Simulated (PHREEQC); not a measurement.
Solution (25 °C): 0.25 mol HCl, 0.00056 mol ZnSO4 and 0.033 mol MgSO4 per kg of water. Closed to the air; pH follows from the charge balance.

The numbers come from PHREEQC with the ion-association model, phreeqc.dat.

```json
[
 {"quantity": "pH", "before": "0.76", "after": "2.64"},
 {"quantity": "ionic strength (mol/kgw)", "before": "0.322", "after": "0.00369"},
 {"quantity": "HSO4- (mol/kgw)", "before": "0.0265", "after": "5.04e-5"},
 {"quantity": "SO4-2 (mol/kgw)", "before": "0.00468", "after": "0.000273"},
 {"quantity": "MgSO4 (mol/kgw)", "before": "0.00237", "after": "1.21e-5"}
]
```

### Question
Which change was made?
(A) HCl from 0.25 to 0.375 mol/kgw
(B) diluted 100-fold with water
(C) 0.02 mol/kgw Ca(OH)2 added
(D) 0.002 mol/kgw H4SiO4 added
(E) temperature from 25 to 40 °C

### Answer
B, diluted 100-fold with water

No solid was allowed to form.
